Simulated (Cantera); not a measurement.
What does this Cantera script print?

```python
import numpy as np
import cantera as ct

gas_names = [...]  # 86 gases of nasa_gas.yaml made of C, H
cond_names = """
    C(gr) C6H6(L) C7H8(L) C8H18(L),n-octa
""".split()


# ... load() reads the species with a 1 bar reference pressure and builds the phases ...
atoms = {
    'C2H6': {'C': 2, 'H': 6},
    'H2': {'H': 2},
}
top_T = {'C(gr)': 4500}  # K; cautious upper limits of use, not melting points


# ... equilibrate(T, P, feed) seeds the gas with the atoms and calls Mixture.equilibrate('TP', solver="vcs", rtol=1e-11, max_steps=5000) ...
results = []
feed = {'C2H6': 1, 'H2': 32}  # mol
P = 430  # Pa
for T in [2500, 3000, 3500, 4000, 4500, 5000]:
    mix = equilibrate(T, P, feed)
    results.append((T, P, feed, dict(zip(mix.species_names, mix.species_moles))))
    x = sorted(zip(gas.X, gas.species_names), reverse=True)
    print(f"T = {T:g} K  P = {P:g} Pa  gas = {mix.phase_moles(0):.4g} mol")
    print("   x: " + "  ".join(f"{s} {v:.3e}" for v, s in x if v > 1e-05))
    print("   condensed (mol): " + ("  ".join(f"{mix.phase(i).name} {mix.phase_moles(i):.4g}"
          for i in range(1, mix.n_phases) if mix.phase_moles(i) > 1e-12) or "none"))
```

Output:

```
T = 2500 K  P = 430 Pa  gas = 41.57 mol
   x: H2 6.768e-01  H 3.154e-01  C2H2,acetylene 7.321e-03  C2H 2.450e-04  C3 1.156e-04  C 3.870e-05  C4H2 3.271e-05  C2 1.065e-05
   condensed (mol): C(gr) 1.348
T = 3000 K  P = 430 Pa  gas = 62.72 mol
   x: H 8.576e-01  H2 1.268e-01  C3 5.826e-03  C 5.085e-03  C2H 1.707e-03  C2H2,acetylene 1.469e-03  C2 1.372e-03  CH 5.333e-05  C5 1.985e-05
   condensed (mol): none
T = 3500 K  P = 430 Pa  gas = 71.06 mol
   x: H 9.622e-01  C 2.498e-02  H2 1.142e-02  C2 9.954e-04  C3 3.213e-04  C2H 8.502e-05  CH 3.886e-05
   condensed (mol): none
T = 4000 K  P = 430 Pa  gas = 71.88 mol
   x: H 9.707e-01  C 2.763e-02  H2 1.595e-03  C2 8.769e-05
   condensed (mol): none
T = 4500 K  P = 430 Pa  gas = 71.98 mol
   x: H 9.719e-01  C 2.773e-02  H2 3.397e-04  Electron 3.142e-05  C+ 2.950e-05  C2 1.138e-05
   condensed (mol): none
T = 5000 K  P = 430 Pa  gas = 72 mol
   x: H 9.720e-01  C 2.763e-02  Electron 1.561e-04  C+ 1.394e-04  H2 9.820e-05  H+ 1.670e-05
   condensed (mol): none
```

Equilibrium computed with Cantera from the NASA thermochemical tables; the gas is ideal and each condensed phase is pure.
